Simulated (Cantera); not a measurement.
# Silicon nitride deposition: SiH2Cl2 + N2 + H2

Feed: 1 mol SiH2Cl2, 23 mol N2, 0.63 mol H2, at 1123 K and 12.0 Pa.

These are equilibrium values from Cantera (NASA tables, ideal gas, pure condensed phases), not measurements of a reactor. Candidate condensed phases: NH4Cl, Si, Si3N4; 28 gas species. N2 is the only nitrogen source here; it is nearly inert below about 1500 K, so the nitride shown seldom forms there in practice. The tables' values for SiCl3 are old estimates; treat these amounts as uncertain. Equilibrium is a limit: real reactors are often held back by kinetics, nucleation or transport.

```
Item                                  Value
--------------------------------  ---------
x(N2)                                 0.895
x(HCl)                               0.0770
x(H2)                                0.0268
x(SiCl4)                           0.000508
x(SiCl2)                           0.000352
x(SiCl3)                           0.000120
x(SiHCl3)                           3.03e-6
x(Cl)                               1.63e-6
n(Si3N4(s))                       0.325 mol
gas amount                        24.97 mol
log10 activity of Si(s) (absent)      -3.12
```
